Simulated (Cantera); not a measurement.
A Cantera script and its output.

```python
import numpy as np
import cantera as ct

gas = ct.Solution("gri30.yaml")
gas.TPX = 675, 1000000, {'CH4': 1, 'H2': 1.1, 'O2': 1.96, 'N2': 11.2, 'CO2': 0.86}
inlet = ct.Reservoir(gas, clone=True)
gas.equilibrate("HP")  # start burning
reactor = ct.IdealGasConstPressureReactor(gas, energy="on", clone=False)
exhaust = ct.Reservoir(gas, clone=True)
tau = [0.13, 0.051, 0.02, 0.0081, 0.0032, 0.0013, 0.00051, 0.00021, 8.2e-05, 3.3e-05][0]
for a, b in ((inlet, reactor), (reactor, exhaust)):
    ct.MassFlowController(a, b, mdot=lambda t: reactor.mass / tau)
net = ct.ReactorNet([reactor])
show = ['CH4', 'H2', 'O2', 'CH2CO', 'OH', 'NO', 'CH2O']

rows = []
print(f"{'tau/s':>10s}{'T/K':>9s}" + "".join(f"{s:>11s}" for s in show))
for tau in [0.13, 0.051, 0.02, 0.0081, 0.0032, 0.0013, 0.00051, 0.00021, 8.2e-05, 3.3e-05]:
    net.initial_time = 0.0
    net.advance(30 * tau)
    before = gas.X
    net.advance(40 * tau)
    drift = np.max(np.abs(gas.X - before) / (gas.X + 1e-9))
    rows.append([gas.T, *gas[show].X, drift])
    print(f"{tau:10.3e}{gas.T:9.1f}" + "".join(f"{x:11.3e}" for x in gas[show].X))
```

Output:

```
     tau/s      T/K        CH4         H2         O2      CH2CO         OH         NO       CH2O
 1.300e-01   1928.4  3.580e-04  2.561e-02  9.652e-05  3.801e-07  3.724e-05  1.430e-05  1.550e-06
 5.100e-02   1928.8  6.769e-04  2.498e-02  2.265e-04  1.114e-06  4.133e-05  1.392e-05  3.367e-06
 2.000e-02   1928.1  1.114e-03  2.413e-02  5.081e-04  2.992e-06  4.830e-05  1.221e-05  6.840e-06
 8.100e-03   1924.3  1.589e-03  2.337e-02  1.046e-03  6.954e-06  5.909e-05  1.051e-05  1.273e-05
 3.200e-03   1914.2  2.090e-03  2.299e-02  2.064e-03  1.489e-05  7.544e-05  8.944e-06  2.285e-05
 1.300e-03   1894.5  2.673e-03  2.328e-02  3.860e-03  2.880e-05  9.523e-05  7.073e-06  3.947e-05
 5.100e-04   1851.7  3.821e-03  2.479e-02  7.731e-03  5.746e-05  1.088e-04  3.957e-06  7.401e-05
 2.100e-04    675.0  6.203e-02  6.824e-02  1.216e-01  6.935e-19  3.449e-20  7.981e-24  1.982e-17
 8.200e-05    675.0  6.203e-02  6.824e-02  1.216e-01 -1.482e-23  2.863e-20 -1.706e-28  3.254e-18
 3.300e-05    675.0  6.203e-02  6.824e-02  1.216e-01  6.113e-28  2.371e-20  7.036e-33  6.870e-19
```

Detailed kinetics in Cantera: GRI-Mech 3.0 (53 species, 325 reactions).
